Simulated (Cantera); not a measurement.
A closed system holds: 1 mol c-C4F8, 9.8 mol H2, equilibrated at 2425 K.

Cantera equilibrium calculation (NASA polynomials, part measured and part estimated; ideal gas, pure solids and liquids). Candidate condensed phases: C, C6H6, C7H8, C8H18; 95 gas species. The feed counts by its element totals alone. Rates play no part.

**Question.** At 46.0 Pa, list the 7 most abundant gas species with their mole fractions, and the condensed phases.

**Answer.** HF 0.477, H 0.347, H2 0.173, F 0.00164, C2H2 (acetylene) 0.00135, C3 0.000324, C2H 0.000165. Condensed: C(graphite).
